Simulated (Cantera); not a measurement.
**Thermodynamics of halide evaporation, hydrolysis and transport, feed CsCl + H2**

Feed: 1 mol CsCl, 4.8 mol H2, at 0.120 Pa.

Cantera equilibrium calculation (NASA polynomials, part measured and part estimated; ideal gas, pure solids and liquids). Candidate condensed phases: Cs, CsCl; 9 gas species. Kinetics and transport are ignored.

From 552 °C to 1377 °C nothing is condensed. The main Cs-bearing gas is CsCl throughout.

| T (°C) | log p H2 | log p CsCl | log p H | log p Cs | log p HCl | log p Cl | log p Cs2Cl2 |
|---|---|---|---|---|---|---|---|
| 552 | -6.00 | -6.69 | -14.10 | -10.90 | -10.90 | <-17 | -8.60 |
| 627 | -6.00 | -6.69 | -12.93 | -10.30 | -10.30 | -17.24 | -9.51 |
| 702 | -6.00 | -6.68 | -11.94 | -9.80 | -9.80 | -15.77 | -10.28 |
| 777 | -6.00 | -6.69 | -11.09 | -9.38 | -9.38 | -14.51 | -10.95 |
| 852 | -6.00 | -6.69 | -10.35 | -9.01 | -9.01 | -13.41 | -11.53 |
| 927 | -6.00 | -6.69 | -9.71 | -8.69 | -8.69 | -12.45 | -12.04 |
| 1002 | -6.00 | -6.69 | -9.13 | -8.40 | -8.40 | -11.60 | -12.49 |
| 1077 | -6.01 | -6.70 | -8.63 | -8.15 | -8.15 | -10.85 | -12.90 |
| 1152 | -6.01 | -6.71 | -8.17 | -7.93 | -7.93 | -10.18 | -13.27 |
| 1227 | -6.02 | -6.73 | -7.76 | -7.74 | -7.74 | -9.58 | -13.62 |
| 1302 | -6.03 | -6.76 | -7.40 | -7.56 | -7.58 | -9.05 | -13.96 |
| 1377 | -6.06 | -6.80 | -7.07 | -7.42 | -7.45 | -8.57 | -14.31 |
log p: log10 of the partial pressure in bar; nothing condenses.
